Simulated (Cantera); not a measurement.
A closed system holds: 1 mol V, 6 mol N2O, 18 mol H2, held at 1152 °C and 0.00338 Torr.

Equilibrium computed with Cantera from the NASA thermochemical tables; the gas is ideal and each condensed phase is pure. Candidate condensed phases: H2O, V, VN, VO, V2O3, V2O4, V2O5; 28 gas species. Condensed phases not in the tables: the oxides between V2O3 and V2O5 other than VO2. The numbers say what is thermodynamically allowed, not how fast it happens.

Base state: H2 0.561, N2 0.250, H2O 0.187, H 0.00241, VO2 0.000110, OH 1.76e-5 (mole fractions); condensed: V2O3(s).

Task: What changes in the equilibrium state with this change: temperature from 1152 °C to 1852 °C?

Result: 
```csv
species,before,after
H,0.00241,0.601
N2,0.250,0.152
H2,0.561,0.123
H2O,0.187,0.0251
O,6.78e-8,0.0523
OH,1.76e-5,0.0152
VO2,0.000110,0.0246
O2,1.07e-8,0.00452
VO,1.05e-7,0.000761
"V2O3(s), mol",0.499,0
```
